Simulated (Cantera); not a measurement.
Input: 1 mol Si3N4, a varied amount of N2O, 290 mol N2, held at 900 °C and 13.0 Pa.

Cantera equilibrium calculation (NASA polynomials, part measured and part estimated; ideal gas, pure solids and liquids). Candidate condensed phases: Si, SiO2, Si2N2O, Si3N4; 16 gas species. Mutual solubility and eutectic melting of coexisting phases are not modelled. The tables hold silica as quartz up to 1696 K and as liquid above; real silica turns to tridymite and cristobalite and melts near 1996 K. Kinetics and transport are ignored.

Task: Which condensed phases are stable at each of these points (n(N2O) (mol)): 0.42, 0.52, 0.63, 0.76, 0.93, 1.1, 1.4, 1.7, 2, 2.5, 3?

Result: 
| n(N2O) (mol) | condensed phases | Si condensed (%) |
|---|---|---|
| 0.42 | Si2N2O(s) + Si3N4(s) | 100.0 |
| 0.52 | Si2N2O(s) + Si3N4(s) | 100.0 |
| 0.63 | Si2N2O(s) + Si3N4(s) | 100.0 |
| 0.76 | Si2N2O(s) + Si3N4(s) | 100.0 |
| 0.93 | Si2N2O(s) + Si3N4(s) | 100.0 |
| 1.1 | Si2N2O(s) + Si3N4(s) | 100.0 |
| 1.4 | Si2N2O(s) + Si3N4(s) | 100.0 |
| 1.7 | SiO2(β-quartz) + Si2N2O(s) | 100.0 |
| 2 | SiO2(β-quartz) + Si2N2O(s) | 100.0 |
| 2.5 | SiO2(β-quartz) + Si2N2O(s) | 100.0 |
| 3 | SiO2(β-quartz) + Si2N2O(s) | 100.0 |

From 0.42 mol N2O to 1.4 mol N2O the condensed part is Si2N2O(s) + Si3N4(s). From 1.7 mol N2O to 3 mol N2O the condensed part is SiO2(β-quartz) + Si2N2O(s).
